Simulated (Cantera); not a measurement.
# Ammonia decomposition in nitride growth gas

An isothermal, constant-pressure homogeneous reactor starts with NH3 : N2 = 1 : 0.56 (molar parts), at 1975 K and 158 Torr.

Computed with Cantera and the gas-phase N/H chemistry of the illustrative SiF4/NH3 mechanism in the Surface Chemkin manual (1991). Walls and surfaces, which speed up NH3 decomposition in real reactors, are not modelled.

```tsv
t (s)	x NH3	x N2H4	x NH	x H2	x NH2
5.00e-6	0.641	1.07e-11	4.01e-10	5.04e-6	1.05e-5
1.46e-5	0.641	1.10e-10	4.76e-9	1.55e-5	3.13e-5
4.29e-5	0.641	9.96e-10	6.24e-8	4.62e-5	9.23e-5
0.000126	0.641	8.50e-9	6.72e-7	0.000141	0.000268
0.000368	0.640	5.78e-8	3.49e-6	0.000536	0.000697
0.00108	0.637	1.31e-7	6.56e-6	0.00276	0.00105
0.00316	0.629	1.27e-7	7.44e-6	0.0104	0.00103
0.00926	0.605	1.09e-7	8.81e-6	0.0319	0.000954
0.0271	0.543	8.27e-8	1.03e-5	0.0891	0.000832
0.0795	0.404	5.09e-8	1.08e-5	0.216	0.000653
0.233	0.192	1.83e-8	9.06e-6	0.410	0.000392
0.683	0.0340	1.75e-9	5.15e-6	0.554	0.000121
2.00	0.000565	4.36e-12	7.89e-7	0.584	6.07e-6
```
x: mole fraction; the columns are a selection and need not sum to one.

Equilibrium at this temperature and pressure: NH3 1.26e-6, N2H4 <1e-12, NH 1.96e-9, H2 0.584, NH2 1.43e-8 (gas phase only).
